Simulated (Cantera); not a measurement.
Input: 1 mol CuO, 0.57 mol C, 0.71 mol CO, at 1275 °C and 0.200 bar.

Method: chemical equilibrium by Gibbs-energy minimisation in Cantera with the NASA 1993 tables (ideal gas, pure condensed phases). Candidate condensed phases: C, Cu, CuO, Cu2O; 15 gas species. Rates play no part.

Base state: CO 0.664, CO2 0.336, Cu 8.99e-5 (mole fractions); condensed: Cu(l).

Task: What changes in the equilibrium state with this change: CuO replaced by MgO?

Result: 
| species | before | after |
|---|---|---|
| CO | 0.664 | 1.000 |
| CO2 | 0.336 | 8.81e-5 |
| Mg | 0 | 6.80e-5 |
| Cu | 8.99e-5 | 0 |
| Cu(l), mol | 1.000 | 0 |
| C(graphite), mol | 0 | 0.570 |
| MgO(s), mol | 0 | 1.000 |
Further candidate phases: Mg, MgCO3, MgO.

Task: What changes in the equilibrium state with this change: temperature from 1275 °C to 1875 °C?

Result: 
```
species      before     after
----------  -------  --------
CO            0.664     0.612
CO2           0.336     0.310
Cu          8.99e-5    0.0773
O2            <1e-9   2.23e-5
O             <1e-9   2.04e-5
CuO           <1e-9   1.53e-5
Cu2         4.76e-8  0.000509
Cu(l), mol    1.000     0.891
```
